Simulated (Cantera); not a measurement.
## Thermodynamics of silicon epitaxy and polysilicon growth, feed Si2Cl6 + Cl2 + H2

Feed: 1 mol Si2Cl6, 0.024 mol Cl2, a varied amount of H2, equilibrated at 1425 K and 0.00720 bar.

Equilibrium computed with Cantera from the NASA thermochemical tables; the gas is ideal and each condensed phase is pure. Candidate condensed phases: Si; 19 gas species. The feed counts by its element totals alone. The tables' values for SiCl3 are old estimates; treat these amounts as uncertain. Rates play no part.

```csv
n(H2) (mol),log p H2,log p HCl,log p SiCl2,log p SiCl3,log p SiCl4,log p SiHCl3,log p H,log p SiH2Cl2,n Si(s)
11,-2.29,-2.92,-3.08,-4.24,-4.80,-5.28,-6.31,-6.57,0.220
15,-2.26,-2.98,-3.21,-4.44,-5.08,-5.47,-6.30,-6.67,0.359
22,-2.23,-3.06,-3.40,-4.73,-5.46,-5.74,-6.28,-6.83,0.547
32,-2.21,-3.15,-3.61,-5.03,-5.86,-6.03,-6.27,-7.01,0.742
46,-2.19,-3.24,-3.82,-5.35,-6.29,-6.34,-6.26,-7.21,0.934
66,-2.18,-3.35,-4.05,-5.69,-6.75,-6.68,-6.25,-7.42,1.12
94,-2.17,-3.47,-4.29,-6.05,-7.22,-7.03,-6.25,-7.65,1.29
140,-2.16,-3.60,-4.57,-6.47,-7.79,-7.45,-6.25,-7.93,1.45
190,-2.16,-3.71,-4.79,-6.81,-8.24,-7.79,-6.24,-8.15,1.56
280,-2.15,-3.86,-5.09,-7.26,-8.83,-8.23,-6.24,-8.44,1.68
400,-2.15,-4.00,-5.38,-7.69,-9.40,-8.65,-6.24,-8.72,1.76
```
log p: log10 of the partial pressure in bar; n: condensed amount in mol.

From 11 mol H2 to 400 mol H2 the condensed part is Si(s). The main Si-bearing gas is SiCl2 throughout. The share of Si in condensed phases is highest at 400 mol H2 (88.1 %) and lowest at 11 mol H2 (11.0 %).
